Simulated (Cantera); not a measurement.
Input (Python, Cantera) and output of one run.

```python
import numpy as np
import cantera as ct

gas_names = """
    CL CL2 H HCL H2 N NH NH2 NH3 N2 N2H2 N2H4 Si SiCL SiCL2 SiCL3 SiCL4 SiH SiHCL3 SiH2 SiH2CL2 SiH3
    SiH3CL SiH4 SiN Si2 Si2N Si3
""".split()
cond_names = """
    NH4CL(a) NH4CL(b) Si(cr) Si(L) Si3N4(a)
""".split()


# ... load() reads the species with a 1 bar reference pressure and builds the phases ...
atoms = {
    'SiH2Cl2': {'Si': 1, 'H': 2, 'CL': 2},
    'NH3': {'N': 1, 'H': 3},
    'H2': {'H': 2},
}
top_T = {'Si3N4(a)': 2400}  # K; cautious upper limits of use, not melting points


# ... equilibrate(T, P, feed) seeds the gas with the atoms and calls Mixture.equilibrate('TP', solver="gibbs", rtol=1e-10, max_steps=50000) ...
results = []
P = 1100  # Pa
for T in [748, 848, 948, 1048, 1148, 1248, 1348, 1448, 1548, 1648, 1748, 1848]:
    for m in [2.5, 5.8, 9.1, 12, 16, 19, 22, 26, 29, 32, 35]:
        feed = {'SiH2Cl2': 1, 'NH3': 1.2, 'H2': m}  # mol
        mix = equilibrate(T, P, feed)
        results.append((T, P, feed, dict(zip(mix.species_names, mix.species_moles))))

for T, P, feed, n in results:
    print(f"{T:7g} {feed['H2']:10.4g}  " + (" + ".join(c for c in cond_names if n.get(c, 0) > 1e-12) or "gas only"))
```

Result:

```
    748        2.5  Si3N4(a)
    748        5.8  Si3N4(a)
    748        9.1  Si3N4(a)
    748         12  Si3N4(a)
    748         16  Si3N4(a)
    748         19  Si3N4(a)
    748         22  Si3N4(a)
    748         26  Si3N4(a)
    748         29  Si3N4(a)
    748         32  Si3N4(a)
    748         35  Si3N4(a)
    848        2.5  Si3N4(a)
    848        5.8  Si3N4(a)
    848        9.1  Si3N4(a)
    848         12  Si3N4(a)
    848         16  Si3N4(a)
    848         19  Si3N4(a)
    848         22  Si3N4(a)
    848         26  Si3N4(a)
    848         29  Si3N4(a)
    848         32  Si3N4(a)
    848         35  Si3N4(a)
    948        2.5  Si3N4(a)
    948        5.8  Si3N4(a)
    948        9.1  Si3N4(a)
    948         12  Si3N4(a)
    948         16  Si3N4(a)
    948         19  Si3N4(a)
    948         22  Si3N4(a)
    948         26  Si3N4(a)
    948         29  Si3N4(a)
    948         32  Si3N4(a)
    948         35  Si3N4(a)
   1048        2.5  Si3N4(a)
   1048        5.8  Si3N4(a)
   1048        9.1  Si3N4(a)
   1048         12  Si3N4(a)
   1048         16  Si3N4(a)
   1048         19  Si3N4(a)
   1048         22  Si3N4(a)
   1048         26  Si3N4(a)
   1048         29  Si3N4(a)
   1048         32  Si3N4(a)
   1048         35  Si3N4(a)
   1148        2.5  Si3N4(a)
   1148        5.8  Si3N4(a)
   1148        9.1  Si3N4(a)
   1148         12  Si3N4(a)
   1148         16  Si3N4(a)
   1148         19  Si3N4(a)
   1148         22  Si3N4(a)
   1148         26  Si3N4(a)
   1148         29  Si3N4(a)
   1148         32  Si3N4(a)
   1148         35  Si3N4(a)
   1248        2.5  Si3N4(a)
   1248        5.8  Si3N4(a)
   1248        9.1  Si3N4(a)
   1248         12  Si3N4(a)
   1248         16  Si3N4(a)
   1248         19  Si3N4(a)
   1248         22  Si3N4(a)
   1248         26  Si3N4(a)
   1248         29  Si3N4(a)
   1248         32  Si3N4(a)
   1248         35  Si3N4(a)
   1348        2.5  Si3N4(a)
   1348        5.8  Si3N4(a)
   1348        9.1  Si3N4(a)
   1348         12  Si3N4(a)
   1348         16  Si3N4(a)
   1348         19  Si3N4(a)
   1348         22  Si3N4(a)
   1348         26  Si3N4(a)
   1348         29  Si3N4(a)
   1348         32  Si3N4(a)
   1348         35  Si3N4(a)
   1448        2.5  Si3N4(a)
   1448        5.8  Si3N4(a)
   1448        9.1  Si3N4(a)
   1448         12  Si3N4(a)
   1448         16  Si3N4(a)
   1448         19  Si3N4(a)
   1448         22  Si3N4(a)
   1448         26  Si3N4(a)
   1448         29  Si3N4(a)
   1448         32  Si3N4(a)
   1448         35  Si3N4(a)
   1548        2.5  Si3N4(a)
   1548        5.8  Si3N4(a)
   1548        9.1  Si3N4(a)
   1548         12  Si3N4(a)
   1548         16  Si(cr) + Si3N4(a)
   1548         19  Si(cr) + Si3N4(a)
   1548         22  Si(cr) + Si3N4(a)
   1548         26  Si(cr) + Si3N4(a)
   1548         29  Si(cr) + Si3N4(a)
   1548         32  Si(cr) + Si3N4(a)
   1548         35  Si(cr) + Si3N4(a)
   1648        2.5  Si(cr) + Si3N4(a)
   1648        5.8  Si(cr)
   1648        9.1  Si(cr)
   1648         12  Si(cr)
   1648         16  Si(cr)
   1648         19  Si(cr)
   1648         22  Si(cr)
   1648         26  Si(cr)
   1648         29  Si(cr)
   1648         32  Si(cr)
   1648         35  Si(cr)
   1748        2.5  Si(L)
   1748        5.8  Si(L)
   1748        9.1  Si(L)
   1748         12  Si(L)
   1748         16  Si(L)
   1748         19  Si(L)
   1748         22  Si(L)
   1748         26  Si(L)
   1748         29  Si(L)
   1748         32  Si(L)
   1748         35  Si(L)
   1848        2.5  Si(L)
   1848        5.8  Si(L)
   1848        9.1  Si(L)
   1848         12  Si(L)
   1848         16  Si(L)
   1848         19  Si(L)
   1848         22  Si(L)
   1848         26  Si(L)
   1848         29  Si(L)
   1848         32  Si(L)
   1848         35  Si(L)
```

These are equilibrium values from Cantera (NASA tables, ideal gas, pure condensed phases), not measurements of a reactor. Mutual solubility and eutectic melting of coexisting phases are not modelled. The tables' values for SiCl3 are old estimates.
